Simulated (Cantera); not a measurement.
Source: NASA polynomial tables (part measured, part estimated), evaluated in Cantera. Values are per mole of reaction as written; species without (g) are pure solids or liquids, kept so even where they would boil at 1 bar.

HCl(g) + TiCl3 → H(g) + TiCl4

```
T (K)    ΔH° (kJ)   ΔS° (J/K)    ΔG° (kJ)     log10 K
-----  ----------  ----------  ----------  ----------
300         228.0        40.7       215.7      -37.56
350         229.9        46.8       213.5      -31.87
375         230.9        49.5       212.3      -29.58
400         231.9        52.0       211.1      -27.56
425         232.8        54.4       209.7      -25.78
450    (withheld)  (withheld)  (withheld)  (withheld)
475    (withheld)  (withheld)  (withheld)  (withheld)
500    (withheld)  (withheld)  (withheld)  (withheld)
525         236.7        62.4       203.9      -20.29
```

Question: Complete the blanks.

Answer: 
- 450, ΔH° (kJ): 233.8
- 450, ΔS° (J/K): 56.6
- 450, ΔG° (kJ): 208.4
- 450, log10 K: -24.18
- 475, ΔH° (kJ): 234.8
- 475, ΔS° (J/K): 58.6
- 475, ΔG° (kJ): 206.9
- 475, log10 K: -22.75
- 500, ΔH° (kJ): 235.7
- 500, ΔS° (J/K): 60.6
- 500, ΔG° (kJ): 205.4
- 500, log10 K: -21.46
